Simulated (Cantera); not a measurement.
A closed system holds: 1 mol B2O3, 150 mol H2, held at 1150 K and 1.50 mbar.

Cantera equilibrium calculation (NASA polynomials, part measured and part estimated; ideal gas, pure solids and liquids). Candidate condensed phases: B, B2O3, B3O3H3, H2O; 23 gas species. Equilibrium is a limit: real reactors are often held back by kinetics, nucleation or transport.

Base state: H2 1.000, HBO 7.68e-5, HBO2 4.30e-5, H2O 1.78e-5 (mole fractions); condensed: B2O3(l).

Problem. What changes in the equilibrium state with this change: B2O3 replaced by BCl3?

Solution. 
```json
[
 {"species": "H2", "before": "1.000", "after": "0.980"},
 {"species": "HCl", "before": "0", "after": "0.0197"},
 {"species": "BCl3", "before": "0", "after": "1.95e-5"},
 {"species": "HBO", "before": "7.68e-5", "after": "0"},
 {"species": "HBO2", "before": "4.30e-5", "after": "0"},
 {"species": "H2O", "before": "1.78e-5", "after": "0"},
 {"species": "B2O3(l), mol", "before": "0.991", "after": "0"},
 {"species": "B(s), mol", "before": "0", "after": "0.997"}
]
```
